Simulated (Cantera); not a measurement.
**Equilibrium for nitride etching: BN + HF + H₂ + HCl**

Feed: 1 mol BN, 22 mol HF, 66 mol H₂, 21 mol HCl, held at 1.20e-5 bar.

Equilibrium computed with Cantera from the NASA thermochemical tables; the gas is ideal and each condensed phase is pure. Candidate condensed phases: B, BN, NH₄Cl; 40 gas species. The tables' values for BF₂ are old estimates; treat these amounts as uncertain. The numbers say what is thermodynamically allowed, not how fast it happens.

From 1050 K to 1600 K nothing is condensed. The main B-bearing gas is BF₃ throughout.

| T (K) | x H₂ | x HCl | x HF | x H | x BF₃ | x N₂ | x Cl | x BF₂ |
|---|---|---|---|---|---|---|---|---|
| 1050 | 0.619 | 0.193 | 0.174 | 1.84e-6 | 0.00917 | 0.00459 | 5.23e-7 | 5.96e-8 |
| 1100 | 0.619 | 0.193 | 0.174 | 5.87e-6 | 0.00917 | 0.00459 | 1.64e-6 | 2.44e-7 |
| 1150 | 0.619 | 0.193 | 0.174 | 1.69e-5 | 0.00917 | 0.00459 | 4.64e-6 | 8.83e-7 |
| 1200 | 0.619 | 0.193 | 0.174 | 4.48e-5 | 0.00917 | 0.00459 | 1.21e-5 | 2.87e-6 |
| 1250 | 0.619 | 0.193 | 0.174 | 0.000110 | 0.00916 | 0.00459 | 2.92e-5 | 8.45e-6 |
| 1300 | 0.619 | 0.193 | 0.174 | 0.000251 | 0.00914 | 0.00459 | 6.59e-5 | 2.29e-5 |
| 1350 | 0.619 | 0.192 | 0.174 | 0.000541 | 0.00910 | 0.00459 | 0.000140 | 5.73e-5 |
| 1400 | 0.618 | 0.192 | 0.174 | 0.00110 | 0.00901 | 0.00458 | 0.000283 | 0.000133 |
| 1450 | 0.617 | 0.192 | 0.174 | 0.00215 | 0.00882 | 0.00458 | 0.000543 | 0.000289 |
| 1500 | 0.616 | 0.191 | 0.175 | 0.00399 | 0.00844 | 0.00457 | 0.000998 | 0.000578 |
| 1550 | 0.612 | 0.190 | 0.175 | 0.00712 | 0.00772 | 0.00456 | 0.00176 | 0.00105 |
| 1600 | 0.607 | 0.188 | 0.176 | 0.0122 | 0.00652 | 0.00454 | 0.00299 | 0.00168 |
x: gas mole fraction; nothing condenses.
